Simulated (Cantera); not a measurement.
Charge: 1 mol CCl4, 1.4 mol CH4, 0.095 mol H2, at 71.0 Pa.

Equilibrium computed with Cantera from the NASA thermochemical tables; the gas is ideal and each condensed phase is pure. Candidate condensed phases: C, C6H6, C7H8, C8H18; 91 gas species. The numbers say what is thermodynamically allowed, not how fast it happens.

Task: Which condensed phases are stable at each of these points (T (°C)): 1450, 1650, 1850, 2050, 2250, 2450, 2650, 2850?

Result: 
```
T (°C)  condensed phases  C condensed (%)
------  ----------------  ---------------
1450         C(graphite)            100.0
1650         C(graphite)            100.0
1850         C(graphite)             99.8
2050         C(graphite)             99.5
2250         C(graphite)             97.8
2450         C(graphite)             75.9
2650            gas only              0.0
2850            gas only              0.0
```

From 1450 °C to 2450 °C the condensed part is C(graphite). From 2650 °C to 2850 °C nothing is condensed.
